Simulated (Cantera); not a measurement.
A Cantera script and what it prints.

```python
import numpy as np
import cantera as ct

gas_names = """
    H H2 Si SiH SiH2 SiH3 SiH4 Si2 Si3
""".split()
cond_names = """
    Si(cr) Si(L)
""".split()


# ... load() reads the species with a 1 bar reference pressure and builds the phases ...
atoms = {
    'Si3H8': {'Si': 3, 'H': 8},
    'H2': {'H': 2},
}
top_T = {}  # K; cautious upper limits of use, not melting points


# ... equilibrate(T, P, feed) seeds the gas with the atoms and calls Mixture.equilibrate('TP', solver="vcs", rtol=1e-11, max_steps=5000) ...
results = []
feed = {'Si3H8': 1, 'H2': 19}  # mol
T = 1525  # K
P = 6500  # Pa
mix = equilibrate(T, P, feed)
results.append((T, P, feed, dict(zip(mix.species_names, mix.species_moles))))
x = sorted(zip(gas.X, gas.species_names), reverse=True)
print(f"T = {T:g} K  P = {P:g} Pa  gas = {mix.phase_moles(0):.4g} mol")
print("   x: " + "  ".join(f"{s} {v:.3e}" for v, s in x if v > 1e-06))
print("   condensed (mol): " + ("  ".join(f"{mix.phase(i).name} {mix.phase_moles(i):.4g}"
      for i in range(1, mix.n_phases) if mix.phase_moles(i) > 1e-12) or "none"))
```

Output:

```
T = 1525 K  P = 6500 Pa  gas = 23 mol
   x: H2 9.999e-01  H 9.278e-05  SiH2 2.056e-06
   condensed (mol): Si(cr) 3
```

Cantera equilibrium calculation (NASA polynomials, part measured and part estimated; ideal gas, pure solids and liquids). The feed counts by its element totals alone.
